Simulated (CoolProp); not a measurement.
Vapour-liquid equilibrium of n-octane (1) + n-dodecane (2) at 358.9 K; x and y are mole fractions of (1).

The numbers come from the multi-fluid Helmholtz-energy mixture model, Beckmüller 2019 and Lemmon 2004; pair parameters Bell 2016 in CoolProp.

**Question.** Give the bubble pressure and the first vapour's composition at x = 0.05, 0.35, 0.5. Is there an azeotrope?

**Answer.** x = 0.05: 0.02237 bar, y = 0.575; x = 0.35: 0.1014 bar, y = 0.936; x = 0.5: 0.1436 bar, y = 0.965. No azeotrope shows between x = 0.05 and 0.95.

Pair parameters are fitted to limited data, so mixtures are less certain than the pure fluids.
